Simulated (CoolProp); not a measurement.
A simple Rankine cycle with vinyl chloride: condensing at 291.15 K, boiler at 2.31 MPa, turbine inlet 413.2 K, turbine efficiency 0.9, pump efficiency 0.7, no recuperator. Each further row changes one setting.

Model: reference Helmholtz-energy equation of state, Thol 2022, in CoolProp.

```json
[
 {"case": "as stated", "thermal efficiency (%)": "17.2", "net work (kJ/kg)": "[?]", "heat in (kJ/kg)": "420", "turbine exit temperature (K)": "[?]", "volume ratio over the turbine": "[?]"},
 {"case": "condensing temperature 283.15 K", "thermal efficiency (%)": "18.7", "net work (kJ/kg)": "[?]", "heat in (kJ/kg)": "432", "turbine exit temperature (K)": "300.1", "volume ratio over the turbine": "7.86"},
 {"case": "boiler pressure 1.62 MPa", "thermal efficiency (%)": "14.9", "net work (kJ/kg)": "64.1", "heat in (kJ/kg)": "[?]", "turbine exit temperature (K)": "332.2", "volume ratio over the turbine": "4.41"},
 {"case": "turbine efficiency 0.8", "thermal efficiency (%)": "15.2", "net work (kJ/kg)": "63.8", "heat in (kJ/kg)": "420", "turbine exit temperature (K)": "[?]", "volume ratio over the turbine": "6.45"}
]
```

Task: Complete the blanks.

Result: 
- as stated, net work (kJ/kg): 72.2
- as stated, turbine exit temperature (K): 311.4
- as stated, volume ratio over the turbine: 6.24
- condensing temperature 283.15 K, net work (kJ/kg): 80.9
- boiler pressure 1.62 MPa, heat in (kJ/kg): 431
- turbine efficiency 0.8, turbine exit temperature (K): 320.3
